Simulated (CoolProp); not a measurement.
Vapour-liquid equilibrium of C2F6 (R116) (1) + propylene (2) at 234 K; x and y are mole fractions of (1).

The numbers come from the multi-fluid Helmholtz-energy mixture model, Lemmon 2006 and Lemmon 2013; pair parameters Bell 2016 in CoolProp.

**Question.** Give the bubble pressure and the first vapour's composition at x = 0.25, 0.55, 0.65. Is there an azeotrope?

**Answer.** x = 0.25: 508.5 kPa, y = 0.727; x = 0.55: 545.2 kPa, y = 0.759; x = 0.65: 555.2 kPa, y = 0.776. y crosses x between x = 0.85 and 0.95: the model has an azeotrope there.

Pair parameters are fitted to limited data, so mixtures are less certain than the pure fluids. With so large a gap from Raoult's law the liquid may split in two, which this calculation doesn't test in full.
